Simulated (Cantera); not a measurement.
A freely propagating, adiabatic, planar premixed flame of H2 : O2 : N2 : H2O = 1 : 0.385 : 1.62 : 0.28 (molar parts), equivalence ratio 1.3, unburnt at 623 K and 2.20 bar; multicomponent transport, grid criteria slope 0.08 and curve 0.16, no radiation.

Computed with Cantera and the H2/O2 subset of GRI-Mech 3.0, which has no nitrogen chemistry. The hydrogen kinetics of GRI-Mech 3.0 are dated; newer H2 mechanisms differ, most at raised pressure. Burning velocities carry a grid error of a few per cent, more on coarse grids.

x: mole fraction of selected species; z is measured from the peak of heat release.

```
z (mm)   T (K)  u (m/s)    x H2     x O2   x H2O   x H2O2       x O      x H
-------  -----  -------  ------  -------  ------  -------  --------  -------
-0.476     623     7.05   0.304    0.117  0.0852    <1e-8     <1e-8    <1e-8
-0.317     623     7.05   0.304    0.117  0.0852    <1e-8     <1e-8    <1e-8
-0.238     623     7.05   0.304    0.117  0.0852    <1e-8     <1e-8    <1e-8
-0.159     623     7.05   0.304    0.117  0.0853  1.14e-8   1.05e-8    <1e-8
-0.0794    646     7.26   0.297    0.118  0.0871  7.59e-6   7.11e-6  6.87e-5
-0.0397      …     9.50   0.265    0.111   0.110  3.72e-5  0.000249  0.00323
0            …     13.5   0.189   0.0810   0.180  1.22e-5   0.00242   0.0206
0.0397       …     16.4   0.117   0.0376   0.263  4.06e-6   0.00487   0.0396
0.0794    1717     17.9  0.0880   0.0170   0.301  2.56e-6   0.00501   0.0433
0.159     1863     19.2  0.0794  0.00803   0.320  1.43e-6   0.00405   0.0364
0.317     1995     20.4  0.0790  0.00499   0.331  7.77e-7   0.00264   0.0261
0.635     2107     21.4  0.0783  0.00281   0.341  4.40e-7   0.00143   0.0173
1.27      2188     22.1  0.0775  0.00138   0.349  2.55e-7  0.000675   0.0110
```

What belongs in the gaps?


- -0.0397, T (K): 867
- 0, T (K): 1270
- 0.0397, T (K): 1565
